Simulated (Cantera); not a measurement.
An adiabatic, constant-volume homogeneous reactor starts with 6.84 % CH4, 7.53 % H2, 18.0 % O2, 67.6 % N2, at 1425 K and 3.20 bar.

Detailed kinetics in Cantera: GRI-Mech 3.0 (53 species, 325 reactions). Above 3000 K some thermodynamic fits are extrapolated.

One state of this run: T (K) = 2910; P (bar) = 6.62; x CH4 = <1e-12; x H2 = 0.0238; x O2 = 0.0262; x NO2 = 1.98e-7; x H2O = 0.165; x H = 0.0129. x: mole fraction; the columns are a selection and need not sum to one.

Which value of t (s) does it belong to?
A) 8.00e-6
B) 0.00444
C) 6.58e-5
D) 0.300

C, 6.58e-5
